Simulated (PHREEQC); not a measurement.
NaOH is added in steps, without added water, to 1 kg of water holding 0.038 mol NaHF2 and 0.012 mol CO2, at 5 °C. O2 is buffered at 0.21 atm. The system is closed to CO2. Solids allowed: Nahcolite, Natron. Others were left out.

Base run: PHREEQC, ion-association model, wateq4f.dat. Each further column changes one thing. The table gives CO3-2 (mol/kgw).

```tsv
NaOH added (mol)	base	CO2 from 0.012 to 0.0132 mol/kgw	NaHF2 left out	0.016 mol/kgw Na2SO4 added	no solid may form
0	2.73e-13	3.00e-13	2.89e-11	3.03e-13	2.73e-13
0.00825	6.38e-13	7.01e-13	1.97e-6	6.92e-13	6.38e-13
0.01444	1.28e-12	1.41e-12	0.00230	1.37e-12	1.28e-12
0.02269	3.96e-12	4.36e-12	0.00967	4.18e-12	3.96e-12
0.02888	1.32e-11	1.45e-11	0.0109	1.39e-11	1.32e-11
0.03712	9.71e-10	1.03e-9	0.0108	1.01e-9	9.71e-10
0.04331	5.63e-7	4.78e-7	0.0106	5.86e-7	5.63e-7
0.05156	0.00128	0.000345	0.0105	0.00124	0.00128
0.05775	0.00624	0.00529	0.0104	0.00605	0.00624
0.066	0.00958	0.0104	0.0102	0.00928	0.00958
```

wateq4f.dat counts part of the HF as a dimer, H2F2, which phreeqc.dat doesn't know; its constant is uncertain. Away from 25 °C the constants follow the database's enthalpies or fits; those with neither stay at their 25 °C values. Solids allowed in the column '0.016 mol/kgw Na2SO4 added': Mirabilite, Nahcolite, Natron.
